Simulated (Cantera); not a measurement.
Feed: 1 mol SiHCl3, 3.6 mol NH3, 2.9 mol H2, 37 mol N2, at 1275 K and 25.0 Pa.

Equilibrium computed with Cantera from the NASA thermochemical tables; the gas is ideal and each condensed phase is pure. Candidate condensed phases: NH4Cl, Si, Si3N4; 28 gas species. The tables' values for SiCl3 are old estimates; treat these amounts as uncertain. The numbers say what is thermodynamically allowed, not how fast it happens.

Base state: N2 0.787, H2 0.151, HCl 0.0603, SiCl2 0.000739, SiCl3 2.51e-5, H 1.81e-5 (mole fractions); condensed: Si3N4(s).

Q: What changes in the equilibrium state with this change: SiHCl3 replaced by SiH2Cl2?

A: 
| species | before | after |
|---|---|---|
| N2 | 0.787 | 0.787 |
| H2 | 0.151 | 0.172 |
| HCl | 0.0603 | 0.0407 |
| SiCl2 | 0.000739 | 0.000296 |
| SiCl3 | 2.51e-5 | 6.36e-6 |
| H | 1.81e-5 | 1.93e-5 |
| Si3N4(s), mol | 0.321 | 0.328 |

Q: What changes in the equilibrium state with this change: SiHCl3 replaced by trisilylamine?

A: 
```csv
species,before,after
N2,0.787,0.745
H2,0.151,0.255
H,1.81e-5,2.36e-5
HCl,0.0603,0
SiCl2,0.000739,0
SiCl3,2.51e-5,0
"Si3N4(s), mol",0.321,1.00
```
The feed counts by its element totals alone.
